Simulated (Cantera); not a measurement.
What does this Cantera script print?

```python
import numpy as np
import cantera as ct

gas_names = """
    CL CL2 H HCL H2 Si SiCL SiCL2 SiCL3 SiCL4 SiH SiHCL3 SiH2 SiH2CL2 SiH3 SiH3CL SiH4 Si2 Si3
""".split()
cond_names = """
    Si(cr) Si(L)
""".split()


# ... load() reads the species with a 1 bar reference pressure and builds the phases ...
atoms = {
    'SiH2Cl2': {'Si': 1, 'H': 2, 'CL': 2},
    'Cl2': {'CL': 2},
    'H2': {'H': 2},
}
top_T = {}  # K; cautious upper limits of use, not melting points


# ... equilibrate(T, P, feed) seeds the gas with the atoms and calls Mixture.equilibrate('TP', solver="vcs", rtol=1e-11, max_steps=5000) ...
results = []
feed = {'SiH2Cl2': 1, 'Cl2': 0.3, 'H2': 3.7}  # mol
P = 133.322  # Pa
for T in [1048, 1148, 1248, 1348, 1448, 1548, 1648]:
    mix = equilibrate(T, P, feed)
    results.append((T, P, feed, dict(zip(mix.species_names, mix.species_moles))))

top = {s: max(r[3][s] / sum(r[3][g] for g in gas_names) for r in results) for s in gas_names}
cols = sorted((s for s in top if top[s] > 1e-05), key=lambda s: -top[s])[:7]
seen = [c for c in cond_names if any(r[3].get(c, 0) > 1e-12 for r in results)]
print("log10 of partial pressures in bar; condensed amounts in mol")
print(f"{'T/K':>10s}" + "".join(f"{s[:9]:>10s}" for s in cols + seen))
for T, P, feed, n in results:
    ng = sum(n[g] for g in gas_names)
    print(f"{T:10.4g}" + "".join(f"{np.log10(max(n[s] / ng * P / 1e5, 1e-99)):10.3f}" for s in cols)
          + "".join(f"{n.get(c, 0):10.4g}" for c in seen))
```

It prints:

```
log10 of partial pressures in bar; condensed amounts in mol
       T/K        H2       HCL     SiCL2     SiCL4     SiCL3    SiHCL3         H    Si(cr)
      1048    -2.966    -3.976    -4.716    -3.977    -4.978    -4.957    -9.595    0.3968
      1148    -2.996    -3.755    -4.173    -4.252    -4.734    -5.191    -8.643    0.3675
      1248    -3.021    -3.658    -3.895    -4.833    -4.793    -5.649    -7.841    0.2911
      1348    -3.029    -3.640    -3.804    -5.612    -5.058    -6.247    -7.150     0.244
      1448    -3.030    -3.646    -3.773    -6.375    -5.357    -6.827    -6.550    0.2199
      1548    -3.030    -3.655    -3.758    -7.058    -5.632    -7.346    -6.026    0.2034
      1648    -3.030    -3.665    -3.750    -7.664    -5.879    -7.806    -5.565    0.1892
```

These are equilibrium values from Cantera (NASA tables, ideal gas, pure condensed phases), not measurements of a reactor. The tables' values for SiCl3, SiCl are old estimates; treat these amounts as uncertain.
